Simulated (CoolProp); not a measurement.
Water at several states: density (kg/m³) from the reference equation and from simpler models built on Tc = 373.9 °C, pc = 22060 kPa, ω = 0.344; each cubic takes its own stable root.

Model: reference Helmholtz-energy equation of state, Wagner 2002, in CoolProp.

```tsv
T (°C)	p (kPa)	phase	reference
645.35	60.3	gas	0.1423
632.55	53000	supercritical	160.9
485.25	5250	gas	15.70
73.95	293	liquid	975.6
```

How far does each simpler model (van der Waals, Redlich-Kwong, Peng-Robinson) lie from the reference over these 4 states: mean and median of the absolute difference, and the worst?


- van der Waals: mean 28.1 %, median 6.3 %, worst -99.8 % at 73.95 °C and 293 kPa
- Redlich-Kwong: mean 8.3 %, median 2.6 %, worst -28.0 % at 73.95 °C and 293 kPa
- Peng-Robinson: mean 5.3 %, median 2.6 %, worst -16.1 % at 73.95 °C and 293 kPa

At some of these states van der Waals gives the other phase, because its saturation line lies elsewhere.
